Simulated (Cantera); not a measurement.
Input: 1 mol SiC, 0.001 mol H2O, 4.3 mol N2, equilibrated at 2073 K and 1.33 mbar.

Method: chemical equilibrium by Gibbs-energy minimisation in Cantera with the NASA 1993 tables (ideal gas, pure condensed phases). Candidate condensed phases: C, C6H6, C7H8, C8H18, H2O, Si, SiC, SiO2, Si2N2O, Si3N4; 151 gas species. The tables' values for SiN are old estimates; treat these amounts as uncertain. Kinetics and transport are ignored.

Base state: N2 0.993, Si 0.00532, H 0.000327, SiC2 0.000306, CO 0.000229, Si2C 0.000196, HCN 8.80e-5, SiN 4.26e-5 (mole fractions); condensed: C(graphite) + SiC(s).

Task: What changes in the equilibrium state with this change: SiC replaced by Si?

Result: 
| species | before | after |
|---|---|---|
| N2 | 0.993 | 0.922 |
| Si | 0.00532 | 0.0748 |
| Si2 | 4.64e-6 | 0.000918 |
| SiC2 | 0.000306 | 0 |
| CO | 0.000229 | 0 |
| Si2C | 0.000196 | 0 |
| HCN | 8.80e-5 | 0 |
| C(graphite), mol | 0.0212 | 0 |
| SiC(s), mol | 0.974 | 0 |
| Si(l), mol | 0 | 0.630 |

Task: What changes in the equilibrium state with this change: SiC replaced by Si3N4?

Result: 
```tsv
species	before	after
N2	0.993	0.922
Si	0.00532	0.0748
Si2	4.64e-6	0.000918
SiC2	0.000306	0
CO	0.000229	0
Si2C	0.000196	0
HCN	8.80e-5	0
C(graphite), mol	0.0212	0
SiC(s), mol	0.974	0
Si(l), mol	0	2.46
```
